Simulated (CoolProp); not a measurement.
Vapour-liquid equilibrium of isobutane (1) + n-butane (2) at 0.284 MPa; x and y are mole fractions of (1).

Model: multi-fluid Helmholtz-energy mixture model, Bücker 2006 and Bücker 2006; pair parameters Kunz 2012, in CoolProp.

| x | bubble temperature (K) | y at the bubble point | dew temperature at overall composition x (K) | liquid density (mol/L) |
|---|---|---|---|---|
| 0.05 | ___ | 0.068 | 302.7 | 9.749 |
| 0.2 | 300.5 | 0.258 | ___ | 9.732 |
| 0.35 | 298.6 | ___ | 299.4 | 9.713 |
| 0.5 | 296.7 | 0.582 | 297.7 | 9.693 |
| 0.65 | 295.0 | 0.722 | 295.9 | 9.672 |
| 0.8 | 293.3 | ___ | 293.9 | 9.651 |
| 0.95 | ___ | 0.964 | 291.8 | 9.630 |

Q: What belongs in the gaps?

A: 
- 0.05, bubble temperature (K): 302.5
- 0.2, dew temperature at overall composition x (K): 301.1
- 0.35, y at the bubble point: 0.428
- 0.8, y at the bubble point: 0.849
- 0.95, bubble temperature (K): 291.6

No azeotrope shows between x = 0.05 and 0.95.

The pair parameters rest on a limited set of measurements; away from them the model extrapolates.
